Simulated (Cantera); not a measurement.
A closed system holds: 1 mol Si3N4, 0.019 mol H2.

Equilibrium computed with Cantera from the NASA thermochemical tables; the gas is ideal and each condensed phase is pure. Candidate condensed phases: Si, Si3N4; 18 gas species. Mutual solubility and eutectic melting of coexisting phases are not modelled. The numbers say what is thermodynamically allowed, not how fast it happens.

Question: What condenses at these points (T in K, P in Pa): (2573, 1000000); (2323, 1000000); (2923, 1); (2773, 1000); (2723, 1000); (2823, 10000)?

Answer: 
```csv
T (K),P in Pa,condensed phases,Si condensed (%)
2573,1000000,Si,99.9
2323,1000000,Si + Si3N4,100.0
2923,1,gas only,0.0
2773,1000,gas only,0.0
2723,1000,gas only,0.0
2823,10000,Si,45.9
```
